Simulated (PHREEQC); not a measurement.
Solution (25 °C): 2.5 mmol/kgw H2SO4, 0.14 mmol/kgw Al(NO3)3 and 0.012 mmol/kgw CO2. Closed to the air; pH follows from the charge balance.

Equilibrium calculation in PHREEQC: ion-association model, wateq4f.dat.

| quantity | before | after |
|---|---|---|
| pH | 2.39 | 2.66 |
| ionic strength (mol/kgw) | 0.00661 | 0.00355 |
| SO4-2 (mol/kgw) | 0.00183 | 0.00103 |
| HSO4- (mol/kgw) | 0.000567 | 0.000180 |
| AlSO4+ (mol/kgw) | 9.41e-5 | 4.20e-5 |
| Al+3 (mol/kgw) | 4.19e-5 | 2.68e-5 |
| SI of Gibbsite (Al(OH)3) | -5.63 | -4.93 |
| SI of Boehmite (AlOOH) | -6.10 | -5.41 |

Problem. What was changed between the two runs?
(A) diluted 100-fold with water
(B) Al(NO3)3 from 0.00014 to 0.00028 mol/kgw
(C) 0.00069 mol/kgw HCl added
(D) Al(NO3)3 from 0.00014 to 0.000154 mol/kgw
(E) diluted 2-fold with water

Solution. E, diluted 2-fold with water

This is a speciation only: nothing precipitates in the calculation.
